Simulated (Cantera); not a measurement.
Feed: 1 mol SiC, 0.9 mol O2, 1.1 mol H2, at 56.0 Pa.

These are equilibrium values from Cantera (NASA tables, ideal gas, pure condensed phases), not measurements of a reactor. Candidate condensed phases: C, C6H6, C7H8, C8H18, H2O, Si, SiC, SiO2; 123 gas species. Mutual solubility and eutectic melting of coexisting phases are not modelled. The tables hold silica as quartz up to 1696 K and as liquid above; real silica turns to tridymite and cristobalite and melts near 1996 K. Kinetics and transport are ignored.

Question: Which condensed phases are stable at each of these points (T (K)): 1148, 1248, 1348, 1448, 1548, 1648, 1748?

Answer: 
```
T (K)                       condensed phases  Si condensed (%)
-----  -------------------------------------  ----------------
1148   C(graphite) + SiC(s) + SiO2(β-quartz)             100.0
1248   C(graphite) + SiC(s) + SiO2(β-quartz)             100.0
1348                 SiC(s) + SiO2(β-quartz)              99.1
1448                 SiC(s) + SiO2(β-quartz)              80.8
1548                                  SiC(s)              10.0
1648                                  SiC(s)              10.0
1748                                  SiC(s)               9.9
```

From 1148 K to 1248 K the condensed part is C(graphite) + SiC(s) + SiO2(β-quartz). From 1348 K to 1448 K the condensed part is SiC(s) + SiO2(β-quartz). From 1548 K to 1748 K the condensed part is SiC(s).
